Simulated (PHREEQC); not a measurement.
PHREEQC input (ion-association model, phreeqc.dat):

```
SOLUTION 0
  temp 25
  units mmol/kgw
  pH 7 charge
  Cl 20.41
  Na 6.8
  Zn 6.8
  O(0) 1 O2(g) -0.68
SOLUTION 1-30
  temp 25
  units mmol/kgw
  pH 7 charge
  Cl 36.21
  Li 2.2
  Ca 17
  O(0) 1 O2(g) -0.68
END
EXCHANGE 1-30
  X 0.0098
  -equilibrate 1
END
SELECTED_OUTPUT 1
  -reset false
  -pH true
  -pe true
  -ionic_strength true
  -water true
  -step true
  -totals Ca Cl Li Na Zn
  -molalities CaX2 ZnX2 NaX LiX
  -saturation_indices Halite Zn(OH)2(e)
PRINT
  -reset false
TRANSPORT
  -cells 30
  -shifts 90
  -lengths 0.0166667
  -time_step 3600
  -dispersivities 0.018
  -boundary_conditions flux flux
  -correct_disp true
  -punch_cells 30
  -punch_frequency 3
END
```

Selected output (columns that matter, 22 of 31 rows; pore volumes added in front):

```
pore volumes	pH	mu	Ca	Cl	Li	Na	Zn	m_CaX2	m_ZnX2	m_NaX	si_Halite	si_Zn(OH)2(e)
0	5.0699	0.05321	0.017	0.03621	0.0022	0	0	0.0048727	0	0	-1000	-1000
0.1167	5.0699	0.05321	0.017	0.03621	0.0022	0	0	0.0048727	0	0	-1000	-1000
0.3167	5.0699	0.05321	0.017	0.03621	0.0022	8.5061e-09	1.0656e-10	0.0048727	2.9213e-11	2.5382e-10	-11.258	-11.694
0.4167	5.0699	0.053198	0.016995	0.036202	0.0021991	2.2313e-06	8.4137e-08	0.0048726	2.3071e-08	6.6589e-08	-8.8396	-8.7967
0.6167	5.0693	0.05206	0.016541	0.035496	0.0021133	0.00024081	2.5139e-05	0.0048627	7.0726e-06	7.277e-06	-6.8136	-6.3196
0.7167	5.068	0.049828	0.015617	0.03412	0.0019396	0.00073653	9.9381e-05	0.0048341	2.9474e-05	2.2839e-05	-6.3425	-5.7193
0.9167	5.0628	0.042279	0.01235	0.029497	0.0013323	0.0025176	0.00046877	0.0046674	0.00017045	8.6263e-05	-5.8618	-5.0344
1.0167	5.0595	0.038303	0.010535	0.027079	0.0010025	0.0035105	0.00074287	0.0045139	0.0003069	0.00012807	-5.7486	-4.8286
1.1167	5.0562	0.034917	0.008898	0.025032	0.0007153	0.0043939	0.0010585	0.0043081	0.00049514	0.0001704	-5.68	-4.6701
1.3167	5.0501	0.030417	0.0063701	0.022349	0.00032123	0.0056535	0.0018121	0.0037423	0.0010312	0.00024151	-5.6123	-4.4326
1.4167	5.0472	0.029134	0.0054182	0.021601	0.00020492	0.0060442	0.002253	0.0033946	0.0013683	0.00026664	-5.5959	-4.3387
1.6167	5.042	0.027755	0.0038994	0.020826	7.744e-05	0.0064941	0.0032229	0.002636	0.0021137	0.00029759	-5.5785	-4.1882
1.7167	5.0397	0.027418	0.0032742	0.020649	4.6208e-05	0.0066109	0.0037166	0.0022585	0.0024876	0.00030601	-5.5741	-4.1297
1.9167	5.0355	0.027075	0.0022365	0.020485	1.5715e-05	0.0067307	0.0046277	0.0015764	0.0031658	0.00031494	-5.5697	-4.0413
2.0167	5.0339	0.026991	0.0018173	0.020451	8.9947e-06	0.0067587	0.0050195	0.0012881	0.0034532	0.00031714	-5.5687	-4.009
2.1167	5.0324	0.026936	0.0014604	0.020432	5.0962e-06	0.0067755	0.0053605	0.001039	0.0037016	0.00031852	-5.5681	-3.9832
2.3167	5.0302	0.026875	0.00091518	0.020416	1.5951e-06	0.0067915	0.0058915	0.00065391	0.0040861	0.00031996	-5.5676	-3.9463
2.4167	5.0294	0.026858	0.00071479	0.020413	8.8308e-07	0.006795	0.006089	0.00051138	0.0042284	0.00032033	-5.5676	-3.9335
2.6167	5.0282	0.026836	0.00042616	0.020411	2.6617e-07	0.0067982	0.0063751	0.00030537	0.0044343	0.00032074	-5.5675	-3.9158
2.7167	5.0278	0.026829	0.00032578	0.020411	1.451e-07	0.0067989	0.0064749	0.00023356	0.004506	0.00032085	-5.5676	-3.9099
2.9167	5.0273	0.02682	0.00018719	0.02041	4.2632e-08	0.0067996	0.0066131	0.0001343	0.0046052	0.00032099	-5.5676	-3.9018
3.0167	5.0271	0.026817	0.00014085	0.02041	2.2996e-08	0.0067997	0.0066593	0.00010107	0.0046384	0.00032103	-5.5676	-3.8991
```

Species that the database lacks are ignored.
